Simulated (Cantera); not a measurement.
Charge: 1 mol SiO₂, 0.94 mol F₂, at 575 °C and 0.000370 bar.

Cantera equilibrium calculation (NASA polynomials, part measured and part estimated; ideal gas, pure solids and liquids). Candidate condensed phases: Si, SiO₂; 17 gas species. The numbers say what is thermodynamically allowed, not how fast it happens.

Base state: O₂ 0.500, SiF₄ 0.500 (mole fractions); condensed: SiO₂(β-quartz).

Q: What changes in the equilibrium state with this change: F₂ from 0.94 to 6.2 mol?

A: 
| species | before | after |
|---|---|---|
| F | <1e-9 | 0.465 |
| F₂ | <1e-9 | 0.287 |
| SiF₄ | 0.500 | 0.124 |
| O₂ | 0.500 | 0.124 |
| SiO₂(β-quartz), mol | 0.530 | 0 |

Q: What changes in the equilibrium state with this change: F₂ from 0.94 to 9.6 mol?

A: 
| species | before | after |
|---|---|---|
| F | <1e-9 | 0.505 |
| F₂ | <1e-9 | 0.339 |
| SiF₄ | 0.500 | 0.0779 |
| O₂ | 0.500 | 0.0779 |
| SiO₂(β-quartz), mol | 0.530 | 0 |

Q: What changes in the equilibrium state with this change: F₂ from 0.94 to 4.6 mol?

A: 
```tsv
species	before	after
F	<1e-9	0.421
F₂	<1e-9	0.236
SiF₄	0.500	0.172
O₂	0.500	0.172
SiO₂(β-quartz), mol	0.530	0
```
